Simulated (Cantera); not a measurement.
A closed system holds: 1 mol acetone, 0.36 mol H₂O.

These are equilibrium values from Cantera (NASA tables, ideal gas, pure condensed phases), not measurements of a reactor. Candidate condensed phases: C, C₆H₆, C₇H₈, C₈H₁₈, H₂O; 110 gas species. The feed counts by its element totals alone. The ideal-gas law is rough above about 30 bar. Rates play no part.

Q: What condenses at these points (T in °C, P in Pa): (2625, 46); (2425, 100000); (2425, 22000); (2400, 46); (2425, 10)?

A: 
| T (°C) | P in Pa | condensed phases | C condensed (%) |
|---|---|---|---|
| 2625 | 46 | gas only | 0.0 |
| 2425 | 100000 | C | 49.5 |
| 2425 | 22000 | C | 49.7 |
| 2400 | 46 | C | 41.3 |
| 2425 | 10 | gas only | 0.0 |
